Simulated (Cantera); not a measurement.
## Ta + O2 + NH3 (tantalum, niobium, vanadium and zirconium in process gases)

Input: 1 mol Ta, 2.2 mol O2, 0.31 mol NH3, equilibrated at 10.0 Torr.

Cantera equilibrium calculation (NASA polynomials, part measured and part estimated; ideal gas, pure solids and liquids). Candidate condensed phases: H2O, Ta, Ta2O5; 27 gas species. Equilibrium is a limit: real reactors are often held back by kinetics, nucleation or transport.

```json
[
 {"T (K)": "1300", "x O2": "0.536", "x H2O": "0.348", "x N2": "0.116", "x OH": "7.28e-5", "x O": "1.12e-6", "x H": "5.72e-9", "x H2": "3.57e-7", "x NO": "0.000242", "n Ta2O5(s)": "0.500", "n Ta2O5(l)": "0"},
 {"T (K)": "1400", "x O2": "0.536", "x H2O": "0.348", "x N2": "0.116", "x OH": "0.000213", "x O": "6.00e-6", "x H": "5.74e-8", "x H2": "1.86e-6", "x NO": "0.000444", "n Ta2O5(s)": "0.500", "n Ta2O5(l)": "0"},
 {"T (K)": "1500", "x O2": "0.536", "x H2O": "0.347", "x N2": "0.115", "x OH": "0.000542", "x O": "2.57e-5", "x H": "4.25e-7", "x H2": "7.77e-6", "x NO": "0.000748", "n Ta2O5(s)": "0.500", "n Ta2O5(l)": "0"},
 {"T (K)": "1600", "x O2": "0.535", "x H2O": "0.347", "x N2": "0.115", "x OH": "0.00123", "x O": "9.19e-5", "x H": "2.46e-6", "x H2": "2.72e-5", "x NO": "0.00118", "n Ta2O5(s)": "0.500", "n Ta2O5(l)": "0"},
 {"T (K)": "1700", "x O2": "0.534", "x H2O": "0.346", "x N2": "0.115", "x OH": "0.00251", "x O": "0.000283", "x H": "1.16e-5", "x H2": "8.24e-5", "x NO": "0.00177", "n Ta2O5(s)": "0.500", "n Ta2O5(l)": "0"},
 {"T (K)": "1800", "x O2": "0.533", "x H2O": "0.344", "x N2": "0.114", "x OH": "0.00475", "x O": "0.000769", "x H": "4.60e-5", "x H2": "0.000220", "x NO": "0.00252", "n Ta2O5(s)": "0.500", "n Ta2O5(l)": "0"},
 {"T (K)": "1900", "x O2": "0.530", "x H2O": "0.342", "x N2": "0.114", "x OH": "0.00838", "x O": "0.00188", "x H": "0.000158", "x H2": "0.000529", "x NO": "0.00346", "n Ta2O5(s)": "0.500", "n Ta2O5(l)": "0"},
 {"T (K)": "2000", "x O2": "0.526", "x H2O": "0.337", "x N2": "0.113", "x OH": "0.0139", "x O": "0.00420", "x H": "0.000480", "x H2": "0.00116", "x NO": "0.00459", "n Ta2O5(s)": "0.500", "n Ta2O5(l)": "0"},
 {"T (K)": "2100", "x O2": "0.519", "x H2O": "0.330", "x N2": "0.112", "x OH": "0.0218", "x O": "0.00867", "x H": "0.00131", "x H2": "0.00235", "x NO": "0.00589", "n Ta2O5(s)": "0", "n Ta2O5(l)": "0.500"},
 {"T (K)": "2200", "x O2": "0.508", "x H2O": "0.318", "x N2": "0.110", "x OH": "0.0326", "x O": "0.0167", "x H": "0.00324", "x H2": "0.00441", "x NO": "0.00733", "n Ta2O5(s)": "0", "n Ta2O5(l)": "0.500"},
 {"T (K)": "2300", "x O2": "0.492", "x H2O": "0.301", "x N2": "0.107", "x OH": "0.0463", "x O": "0.0302", "x H": "0.00736", "x H2": "0.00770", "x NO": "0.00886", "n Ta2O5(s)": "0", "n Ta2O5(l)": "0.500"},
 {"T (K)": "2400", "x O2": "0.468", "x H2O": "0.276", "x N2": "0.104", "x OH": "0.0624", "x O": "0.0514", "x H": "0.0154", "x H2": "0.0125", "x NO": "0.0104", "n Ta2O5(s)": "0", "n Ta2O5(l)": "0.500"}
]
```
x: gas mole fraction; n: condensed amount in mol.

From 1300 K to 2000 K the condensed part is Ta2O5(s). From 2100 K to 2400 K the condensed part is Ta2O5(l).
